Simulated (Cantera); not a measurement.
## Ammonia decomposition in nitride growth gas

An isothermal, constant-pressure homogeneous reactor starts with 69.4 % NH₃, 30.6 % N₂, at 1900 K and 0.0230 bar.

Cantera simulation using the gas-phase N/H chemistry of the illustrative SiF4/NH3 mechanism in the Surface Chemkin manual (1991); the numbers are that mechanism's predictions, not measurements. Walls and surfaces, which speed up NH3 decomposition in real reactors, are not modelled.

| t (s) | x NH₃ | x N₂H₂ | x N₂H₄ | x NH | x N | x H₂ |
|---|---|---|---|---|---|---|
| 4.00e-6 | 0.694 | <1e-12 | <1e-12 | <1e-12 | <1e-12 | 8.93e-8 |
| 1.33e-5 | 0.694 | <1e-12 | <1e-12 | 5.10e-12 | <1e-12 | 5.37e-7 |
| 4.42e-5 | 0.694 | 1.84e-11 | <1e-12 | 8.00e-11 | <1e-12 | 2.19e-6 |
| 0.000147 | 0.694 | 5.31e-10 | 5.50e-12 | 1.25e-9 | <1e-12 | 7.70e-6 |
| 0.000488 | 0.694 | 1.00e-8 | 6.62e-11 | 2.25e-8 | 8.06e-12 | 2.61e-5 |
| 0.00162 | 0.694 | 1.47e-7 | 7.41e-10 | 3.33e-7 | 2.99e-10 | 9.04e-5 |
| 0.00538 | 0.694 | 1.81e-6 | 7.38e-9 | 2.39e-6 | 2.96e-9 | 0.000445 |
| 0.0179 | 0.689 | 6.37e-6 | 2.37e-8 | 5.88e-6 | 2.31e-8 | 0.00390 |
| 0.0594 | 0.673 | 6.41e-6 | 2.20e-8 | 7.22e-6 | 9.10e-8 | 0.0186 |
| 0.198 | 0.621 | 5.66e-6 | 1.71e-8 | 9.06e-6 | 2.74e-7 | 0.0644 |
| 0.656 | 0.484 | 3.86e-6 | 1.07e-8 | 9.99e-6 | 5.17e-7 | 0.186 |
| 2.18 | 0.243 | 1.48e-6 | 3.92e-9 | 8.45e-6 | 6.48e-7 | 0.399 |
| 7.25 | 0.0483 | 1.89e-7 | 3.97e-10 | 4.57e-6 | 6.07e-7 | 0.572 |
| 24.1 | 0.000489 | 1.01e-9 | <1e-12 | 9.50e-7 | 5.78e-7 | 0.612 |
| 80.0 | 5.37e-6 | <1e-12 | <1e-12 | 2.71e-8 | 2.66e-8 | 0.611 |
x: mole fraction; the columns are a selection and need not sum to one.

Equilibrium at this temperature and pressure: NH₃ 1.62e-7, N₂H₂ <1e-12, N₂H₄ <1e-12, NH 8.20e-10, N 8.04e-10, H₂ 0.611 (gas phase only).
